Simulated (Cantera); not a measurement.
An isothermal, constant-pressure homogeneous reactor starts with NH3 : N2 = 1 : 0.64 (molar parts), at 1300 K and 100.0 Torr. Integrator tolerance rtol = 1e-08.

Cantera simulation using the gas-phase N/H chemistry of the illustrative SiF4/NH3 mechanism in the Surface Chemkin manual (1991); the numbers are that mechanism's predictions, not measurements. Walls and surfaces, which speed up NH3 decomposition in real reactors, are not modelled.

Task: What does this change do: temperature 1300 to 2223 K?

Result: 
```json
[
 {"quantity": "x(NH3) at 300 s", "before": "0.576 (gas-phase equilibrium 4.57e-6)", "after": "5.24e-7 (gas-phase equilibrium 5.24e-7)"},
 {"quantity": "x(NH) at 300 s", "before": "7.12e-9 (gas-phase equilibrium <1e-12)", "after": "2.21e-8 (gas-phase equilibrium 2.21e-8)"},
 {"quantity": "x(N) at 300 s", "before": "9.37e-11 (gas-phase equilibrium <1e-12)", "after": "2.92e-8 (gas-phase equilibrium 2.92e-8)"},
 {"quantity": "x(N2) at 300 s", "before": "0.393 (gas-phase equilibrium 0.432)", "after": "0.429 (gas-phase equilibrium 0.429)"},
 {"quantity": "x(N2H4) at 300 s", "before": "2.02e-8 (gas-phase equilibrium <1e-12)", "after": "<1e-12 (gas-phase equilibrium <1e-12)"},
 {"quantity": "x(H2) at 300 s", "before": "0.0317 (gas-phase equilibrium 0.568)", "after": "0.558 (gas-phase equilibrium 0.558)"}
]
```
